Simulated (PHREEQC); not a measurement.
## Phosphoric acid bath (model solution)

Consider water at 25 °C with 5 mmol/kgw H3PO4, 13 mmol/kgw H2SO4 and 0.075 mmol/kgw H4SiO4. Closed to the air; pH follows from the charge balance.

The numbers come from PHREEQC with the ion-association model, wateq4f.dat.

Each row changes one thing in this solution. No solid was allowed to form.

```
case                                                 pH  ionic strength (mol/kgw)
-------------------------------------------------  ----  ------------------------
as made                                            1.74                    0.0268
H4SiO4 replaced by H2SiF6 at the same molality     1.74                    0.0268
H3PO4 left out                                     1.77                    0.0256
H2SO4 left out                                     2.49                   0.00345
diluted 5-fold with water                          2.32                   0.00705
H3PO4 replaced by (NH4)2HPO4 at the same molality  1.95                    0.0299
0.0061 mol/kgw KCl added                           1.74                    0.0330
H4SiO4 left out                                    1.74                    0.0268
```

Complexes and solids missing from the database can't appear. H3PO4, which wateq4f.dat lacks, is added to it with the constant of phreeqc.dat.
